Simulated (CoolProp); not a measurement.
Neopentane along the isobar 0.756 MPa: Z from the reference equation and from simpler models built on Tc = 160.6 °C, pc = 3.196 MPa, ω = 0.196; each cubic takes its own stable root.

Values from CoolProp's reference Helmholtz-energy equation of state, Lemmon 2006. It is a short technical equation, of lower accuracy than the large ones.

```csv
T (°C),phase,reference
-3.25,liquid,0.03950
5.85,liquid,0.03880
14.85,liquid,0.03819
23.95,liquid,0.03764
32.95,liquid,0.03717
42.05,liquid,0.03677
51.05,liquid,0.03646
60.15,liquid,0.03622
69.15,liquid,0.03607
78.25,liquid,0.03602
87.25,gas,0.8303
96.35,gas,0.8466
```

How far does each simpler model (van der Waals, Redlich-Kwong, Peng-Robinson) lie from the reference over these 12 states: mean and median of the absolute difference, and the worst?


- van der Waals: mean 955.5 %, median 58.4 %, worst +2312.3 % at 78.25 °C and 0.756 MPa
- Redlich-Kwong: mean 191.5 %, median 9.0 %, worst +2209.0 % at 78.25 °C and 0.756 MPa
- Peng-Robinson: mean 5.0 %, median 5.9 %, worst -6.7 % at -3.25 °C and 0.756 MPa

At some of these states van der Waals, Redlich-Kwong gives the other phase, because its saturation line lies elsewhere.
